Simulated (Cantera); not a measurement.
A closed system holds: 1 mol CO2, 0.054 mol O2, 0.16 mol H2O, equilibrated at 2025 K and 5400000 Pa.

Cantera equilibrium calculation (NASA polynomials, part measured and part estimated; ideal gas, pure solids and liquids). Candidate condensed phases: C, C6H6, C7H8, C8H18, H2O; 110 gas species. The ideal-gas law is rough above about 30 bar. Rates play no part.

Base state: CO2 0.822, H2O 0.131, O2 0.0447, CO 0.000860, OH 0.000663, H2 2.94e-5, O 2.33e-5 (mole fractions); condensed: gas only.

What changes in the equilibrium state with this change: pressure from 5400000 Pa to 460 Pa?


```tsv
species	before	after
CO2	0.822	0.728
H2O	0.131	0.120
O2	0.0447	0.0731
CO	0.000860	0.0645
H	1.42e-6	0.00135
O	2.33e-5	0.00322
H2	2.94e-5	0.00228
OH	0.000663	0.00746
```
